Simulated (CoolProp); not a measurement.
Carbon monoxide along the isotherm 111.8 K: density (kg/m³) from the reference equation and from simpler models built on Tc = 132.9 K, pc = 34.98 bar, ω = 0.050; each cubic takes its own stable root.

Model: reference Helmholtz-energy equation of state, Lemmon 2006, in CoolProp. It is a short technical equation, of lower accuracy than the large ones.

| p (bar) | phase | reference |
|---|---|---|
| 1.11 | gas | 3.405 |
| 2.1 | gas | 6.550 |
| 3.98 | gas | 12.84 |
| 7.54 | gas | 26.22 |
| 14.3 | liquid | 637.9 |
| 27.1 | liquid | 648.1 |
| 51.3 | liquid | 664.3 |
| 97.3 | liquid | 688.2 |
| 185 | liquid | 721.3 |
| 350 | liquid | 764.0 |

### Question
How far does each simpler model (van der Waals, Redlich-Kwong, Peng-Robinson) lie from the reference over these 10 states: mean and median of the absolute difference, and the worst?

### Answer
- van der Waals: mean 23.4 %, median 25.6 %, worst -91.2 % at 111.8 K and 14.3 bar
- Redlich-Kwong: mean 1.5 %, median 0.8 %, worst -5.1 % at 111.8 K and 14.3 bar
- Peng-Robinson: mean 6.6 %, median 8.4 %, worst +13.3 % at 111.8 K and 350 bar

At some of these states van der Waals gives the other phase, because its saturation line lies elsewhere.
